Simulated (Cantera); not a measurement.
**Stirred combustor or abatement burner**

A perfectly stirred reactor is fed with CH₄ : CO : O₂ : N₂ = 1 : 0.087 : 2.35 : 8.83 (molar parts), at 0.306 atm; it is adiabatic with a 673 K inlet, and is followed from long to short residence time, starting on the burning branch (τ in s: 0.027, 0.013, 0.0065, 0.0032, 0.0015, 0.00076, 0.00037, 0.00018, 8.9e-05).

Cantera simulation using GRI-Mech 3.0 (53 species, 325 reactions); the numbers are that mechanism's predictions, not measurements.

```json
[
 {"τ (s)": "0.027", "T (K)": "2211", "x CH₄": "1.06e-5", "x CO": "0.0146", "x O₂": "0.0313", "x N₂O": "9.84e-8", "x H₂": "0.00552", "x C₂H": "7.01e-12"},
 {"τ (s)": "0.013", "T (K)": "2163", "x CH₄": "1.85e-5", "x CO": "0.0174", "x O₂": "0.0332", "x N₂O": "7.95e-8", "x H₂": "0.00691", "x C₂H": "1.45e-11"},
 {"τ (s)": "0.0065", "T (K)": "2108", "x CH₄": "3.15e-5", "x CO": "0.0203", "x O₂": "0.0351", "x N₂O": "6.61e-8", "x H₂": "0.00845", "x C₂H": "2.81e-11"},
 {"τ (s)": "0.0032", "T (K)": "2046", "x CH₄": "5.63e-5", "x CO": "0.0232", "x O₂": "0.0372", "x N₂O": "5.68e-8", "x H₂": "0.0101", "x C₂H": "5.82e-11"},
 {"τ (s)": "0.0015", "T (K)": "1979", "x CH₄": "0.000110", "x CO": "0.0261", "x O₂": "0.0394", "x N₂O": "5.02e-8", "x H₂": "0.0117", "x C₂H": "1.41e-10"},
 {"τ (s)": "0.00076", "T (K)": "1922", "x CH₄": "0.000210", "x CO": "0.0290", "x O₂": "0.0418", "x N₂O": "4.61e-8", "x H₂": "0.0128", "x C₂H": "3.53e-10"},
 {"τ (s)": "0.00037", "T (K)": "1865", "x CH₄": "0.000450", "x CO": "0.0333", "x O₂": "0.0453", "x N₂O": "4.27e-8", "x H₂": "0.0138", "x C₂H": "1.09e-9"},
 {"τ (s)": "0.00018", "T (K)": "1805", "x CH₄": "0.00111", "x CO": "0.0406", "x O₂": "0.0516", "x N₂O": "3.84e-8", "x H₂": "0.0146", "x C₂H": "4.21e-9"},
 {"τ (s)": "8.9e-5", "T (K)": "673", "x CH₄": "0.0815", "x CO": "0.00709", "x O₂": "0.192", "x N₂O": "<1e-12", "x H₂": "<1e-12", "x C₂H": "<1e-12"}
]
```
x: mole fraction; the columns are a selection and need not sum to one.
